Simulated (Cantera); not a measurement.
A closed system holds: 1 mol Si, 18 mol CO₂, 3 mol CO, equilibrated at 520 Pa.

Method: chemical equilibrium by Gibbs-energy minimisation in Cantera with the NASA 1993 tables (ideal gas, pure condensed phases). Candidate condensed phases: C, Si, SiC, SiO₂; 20 gas species. The tables hold silica as quartz up to 1696 K and as liquid above; real silica turns to tridymite and cristobalite and melts near 1996 K. Kinetics and transport are ignored.

Which condensed phases are stable at each of these points (T (K)): 1425, 1475, 1525, 1575, 1625, 1675, 1725, 1775, 1825, 1875?


| T (K) | condensed phases | Si condensed (%) |
|---|---|---|
| 1425 | SiO₂(β-quartz) | 100.0 |
| 1475 | SiO₂(β-quartz) | 100.0 |
| 1525 | SiO₂(β-quartz) | 100.0 |
| 1575 | SiO₂(β-quartz) | 100.0 |
| 1625 | SiO₂(β-quartz) | 100.0 |
| 1675 | SiO₂(β-quartz) | 100.0 |
| 1725 | SiO₂(condensed) | 100.0 |
| 1775 | SiO₂(condensed) | 100.0 |
| 1825 | SiO₂(condensed) | 99.9 |
| 1875 | SiO₂(condensed) | 99.7 |

From 1425 K to 1675 K the condensed part is SiO₂(β-quartz). From 1725 K to 1875 K the condensed part is SiO₂(condensed).
